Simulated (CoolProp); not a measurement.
A simple Rankine cycle with hexamethyldisiloxane (MM): condensing at 331.15 K, boiler at 0.668 MPa, turbine inlet 470.3 K, turbine efficiency 0.75, pump efficiency 0.7, no recuperator. Each further row changes one setting.

The numbers come from the reference Helmholtz-energy equation of state, Thol 2016 in CoolProp.

| case | thermal efficiency (%) | net work (kJ/kg) | heat in (kJ/kg) | turbine exit temperature (K) | volume ratio over the turbine |
|---|---|---|---|---|---|
| as stated | 11.8 | ___ | 441 | 433.2 | 31.8 |
| turbine inlet 490.3 K | 11.4 | 54.9 | 483 | 453.8 | 30.6 |
| condensing temperature 323.15 K | 12.5 | ___ | ___ | 430.3 | 43.7 |
| boiler pressure 0.468 MPa | ___ | 47.8 | 448 | 439.0 | ___ |
| turbine efficiency 0.65 | ___ | 44.8 | 441 | 437.0 | 32.1 |

Task: Fill in the missing entries.

Result: 
- as stated, net work (kJ/kg): 51.9
- condensing temperature 323.15 K, net work (kJ/kg): 57.0
- condensing temperature 323.15 K, heat in (kJ/kg): 457
- boiler pressure 0.468 MPa, thermal efficiency (%): 10.7
- boiler pressure 0.468 MPa, volume ratio over the turbine: 20.7
- turbine efficiency 0.65, thermal efficiency (%): 10.2
